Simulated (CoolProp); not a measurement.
Vapour-liquid equilibrium of CHF3 (R23) (1) + R113 (2) at 252.3 K; x and y are mole fractions of (1).

Values from CoolProp's multi-fluid Helmholtz-energy mixture model, Penoncello 2003 and Marx 1992; pair parameters Bell 2016.

```tsv
x	bubble pressure (MPa)	y at the bubble point	dew pressure at overall composition x (MPa)	liquid density (mol/L)
0.05	0.1304	0.962	0.005209	9.166
0.2	0.5307	0.990	0.006189	9.992
0.35	0.8387	0.994	0.007622	10.92
0.5	0.9974	0.995	0.009913	11.98
0.65	1.066	0.995	0.01417	13.19
0.8	1.134	0.996	0.02481	14.56
0.95	1.280	0.998	0.09984	16.15
```

No azeotrope shows between x = 0.05 and 0.95.

Pair parameters are fitted to limited data, so mixtures are less certain than the pure fluids. The gap from Raoult's law changes sign with composition, which may be real or a fault of the pair parameters; it wasn't checked against measurements. With so large a gap from Raoult's law the liquid may split in two, which this calculation doesn't test in full.
